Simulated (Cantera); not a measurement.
Charge: 1 mol Al, 5.4 mol HCl, 0.3 mol H2, held at 360 Torr.

Cantera equilibrium calculation (NASA polynomials, part measured and part estimated; ideal gas, pure solids and liquids). Candidate condensed phases: Al, AlCl3; 12 gas species. The numbers say what is thermodynamically allowed, not how fast it happens. All values below are at 850 K.

Base state: HCl 0.469, H2 0.351, AlCl3 0.165, Al2Cl6 0.0153 (mole fractions); condensed: gas only.

### Question
What changes in the equilibrium state with this change: H2 from 0.3 to 44 mol?

### Answer
```tsv
species	before	after
H2	0.351	0.931
HCl	0.469	0.0491
AlCl3	0.165	0.0200
Al2Cl6	0.0153	0.000226
```
